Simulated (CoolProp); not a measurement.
Vapour-liquid equilibrium of dimethyl ether (1) + R134a (2) at -69.85 °C; x and y are mole fractions of (1).

Values from CoolProp's multi-fluid Helmholtz-energy mixture model, Wu 2011 and Tillner-Roth 1994; pair parameters Bell 2016.

```
x     bubble pressure (kPa)  y at the bubble point  dew pressure at overall composition x (kPa)  liquid density (mol/L)
----  ---------------------  ---------------------  -------------------------------------------  ----------------------
0.05                  7.962                  0.038                                        7.929                   14.83
0.15                  7.761                  0.121                                        7.702                   15.07
0.25                  7.587                  0.216                                        7.539                   15.31
0.35                  7.458                  0.324                                        7.436                   15.56
0.45                  7.389                  0.441                                        7.387                   15.81
0.55                  7.398                  0.564                                        7.392                   16.06
0.65                  7.497                  0.685                                        7.458                   16.32
0.75                  7.690                  0.797                                        7.594                   16.58
0.85                  7.970                  0.894                                        7.827                   16.84
0.95                  8.316                  0.970                                        8.212                   17.11
```

y crosses x between x = 0.45 and 0.55: the model has an azeotrope there.

Pair parameters are fitted to limited data, so mixtures are less certain than the pure fluids.
